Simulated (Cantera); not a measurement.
## Adiabatic ignition

An adiabatic, constant-volume homogeneous reactor starts with CH₄ : O₂ : N₂ = 1 : 3.7 : 13.9 (molar parts), equivalence ratio 0.54, at 1200 K and 1.00 bar.

Computed with Cantera and GRI-Mech 3.0 (53 species, 325 reactions).

```json
[
 {"t (s)": "8.00e-6", "T (K)": "1200", "P (bar)": "1.00", "x CH₄": "0.0538", "x O₂": "0.199", "x NO₂": "<1e-12", "x HO₂": "3.92e-9", "x H₂O₂": "5.53e-12", "x H": "8.45e-12"},
 {"t (s)": "2.48e-5", "T (K)": "1200", "P (bar)": "1.00", "x CH₄": "0.0538", "x O₂": "0.199", "x NO₂": "<1e-12", "x HO₂": "1.21e-8", "x H₂O₂": "5.15e-11", "x H": "1.06e-11"},
 {"t (s)": "7.67e-5", "T (K)": "1200", "P (bar)": "1.00", "x CH₄": "0.0538", "x O₂": "0.199", "x NO₂": "<1e-12", "x HO₂": "3.72e-8", "x H₂O₂": "4.55e-10", "x H": "1.78e-11"},
 {"t (s)": "0.000237", "T (K)": "1200", "P (bar)": "1.000", "x CH₄": "0.0538", "x O₂": "0.199", "x NO₂": "<1e-12", "x HO₂": "1.12e-7", "x H₂O₂": "3.43e-9", "x H": "4.47e-11"},
 {"t (s)": "0.000734", "T (K)": "1200", "P (bar)": "1.000", "x CH₄": "0.0538", "x O₂": "0.199", "x NO₂": "<1e-12", "x HO₂": "3.13e-7", "x H₂O₂": "1.80e-8", "x H": "1.90e-10"},
 {"t (s)": "0.00227", "T (K)": "1200", "P (bar)": "1.00", "x CH₄": "0.0538", "x O₂": "0.199", "x NO₂": "<1e-12", "x HO₂": "6.14e-7", "x H₂O₂": "4.77e-8", "x H": "1.41e-9"},
 {"t (s)": "0.00704", "T (K)": "1201", "P (bar)": "1.00", "x CH₄": "0.0537", "x O₂": "0.199", "x NO₂": "<1e-12", "x HO₂": "1.07e-6", "x H₂O₂": "9.07e-8", "x H": "5.33e-9"},
 {"t (s)": "0.0218", "T (K)": "1207", "P (bar)": "1.01", "x CH₄": "0.0528", "x O₂": "0.198", "x NO₂": "<1e-12", "x HO₂": "5.40e-6", "x H₂O₂": "7.65e-7", "x H": "4.67e-8"},
 {"t (s)": "0.0674", "T (K)": "2472", "P (bar)": "2.07", "x CH₄": "<1e-12", "x O₂": "0.0835", "x NO₂": "1.08e-5", "x HO₂": "8.00e-6", "x H₂O₂": "2.78e-7", "x H": "0.000551"},
 {"t (s)": "0.209", "T (K)": "2471", "P (bar)": "2.07", "x CH₄": "<1e-12", "x O₂": "0.0833", "x NO₂": "1.11e-5", "x HO₂": "7.98e-6", "x H₂O₂": "2.78e-7", "x H": "0.000550"},
 {"t (s)": "0.646", "T (K)": "2471", "P (bar)": "2.07", "x CH₄": "<1e-12", "x O₂": "0.0833", "x NO₂": "1.11e-5", "x HO₂": "7.98e-6", "x H₂O₂": "2.78e-7", "x H": "0.000550"},
 {"t (s)": "2.00", "T (K)": "2471", "P (bar)": "2.07", "x CH₄": "<1e-12", "x O₂": "0.0833", "x NO₂": "1.11e-5", "x HO₂": "7.98e-6", "x H₂O₂": "2.78e-7", "x H": "0.000550"}
]
```
x: mole fraction; the columns are a selection and need not sum to one.

| Property | Value |
|---|---|
| time of steepest temperature rise | 32.1 ms |
| temperature at 2.00 s | 2471 K |
| equilibrium temperature | 2471 K |
| x(CH₄) at 2.00 s | <1e-12 (gas-phase equilibrium <1e-12) |
| x(O₂) at 2.00 s | 0.0833 (gas-phase equilibrium 0.0833) |
| x(NO₂) at 2.00 s | 1.11e-5 (gas-phase equilibrium 1.11e-5) |
